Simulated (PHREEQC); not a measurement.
Polishing slurry liquid (model solution)

Consider water at 20 °C with 0.14 mol/kgw H2SO4, 0.013 mol/kgw Fe(NO3)3 and 0.03 mol/kgw CO2. Closed to the air; pH follows from the charge balance.

Computed with PHREEQC (ion-association model, phreeqc.dat).

The pH is 0.87 and the ionic strength is 0.219 mol/kgw. The activity of water is 0.994 and the density is 1.010 g/cm³. The total alkalinity is -306 meq/kg.

```json
[
 {"species": "H+", "molality": "0.171", "activity": "0.136", "log γ": "-0.099"},
 {"species": "HSO4-", "molality": "0.104", "activity": "0.0773", "log γ": "-0.128"},
 {"species": "NO3-", "molality": "0.0390", "activity": "0.0268", "log γ": "-0.162"},
 {"species": "CO2", "molality": "0.0300", "activity": "0.0315", "log γ": "0.022"},
 {"species": "SO4-2", "molality": "0.0229", "activity": "0.00652", "log γ": "-0.545"},
 {"species": "FeSO4+", "molality": "0.00618", "activity": "0.00454", "log γ": "-0.134"},
 {"species": "FeHSO4+2", "molality": "0.00540", "activity": "0.00166", "log γ": "-0.512"},
 {"species": "Fe(SO4)2-", "molality": "0.000852", "activity": "0.000635", "log γ": "-0.128"},
 {"species": "Fe+3", "molality": "0.000558", "activity": "7.11e-5", "log γ": "-0.895"},
 {"species": "(CO2)2", "molality": "1.46e-5", "activity": "1.54e-5", "log γ": "0.022"},
 {"species": "FeOH+2", "molality": "8.55e-6", "activity": "2.49e-6", "log γ": "-0.536"},
 {"species": "HCO3-", "molality": "1.29e-7", "activity": "9.57e-8", "log γ": "-0.130"},
 {"species": "Fe2(OH)2+4", "molality": "2.30e-8", "activity": "2.06e-10", "log γ": "-2.049"},
 {"species": "Fe(OH)2+", "molality": "6.70e-9", "activity": "4.97e-9", "log γ": "-0.130"}
]
```

Precipitation was switched off in this run. The solution is supersaturated, for example in Hematite (slow to form), so a real one may precipitate; this is no full list.
